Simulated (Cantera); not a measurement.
An isothermal, constant-pressure homogeneous reactor starts with CO : O₂ : H₂O : N₂ = 0.0018 : 0.0038 : 0.0001 : 1 (molar parts), equivalence ratio 0.24, at 1450 K and 14000 Pa. Integrator tolerance rtol = 1e-08.

Model: GRI-Mech 3.0 (53 species, 325 reactions), integrated in Cantera.

What does this change do: temperature 1450 to 1300 K?


| quantity | before | after |
|---|---|---|
| x(CO) at 200 s | 2.05e-7 (gas-phase equilibrium 2.04e-7) | 1.89e-8 (gas-phase equilibrium 1.38e-8) |
| x(O₂) at 200 s | 0.00288 (gas-phase equilibrium 0.00282) | 0.00289 (gas-phase equilibrium 0.00286) |
| x(H₂O) at 200 s | 9.91e-5 (gas-phase equilibrium 9.91e-5) | 9.94e-5 (gas-phase equilibrium 9.94e-5) |
| x(N₂O) at 200 s | 3.33e-9 (gas-phase equilibrium 3.26e-9) | 1.96e-9 (gas-phase equilibrium 1.46e-9) |
| x(CO₂) at 200 s | 0.00179 (gas-phase equilibrium 0.00179) | 0.00179 (gas-phase equilibrium 0.00179) |
| x(H₂) at 200 s | 4.76e-9 (gas-phase equilibrium 4.75e-9) | 5.74e-10 (gas-phase equilibrium 4.34e-10) |
| x(NO) at 200 s | 3.88e-6 (gas-phase equilibrium 0.000124) | 9.85e-7 (gas-phase equilibrium 5.22e-5) |
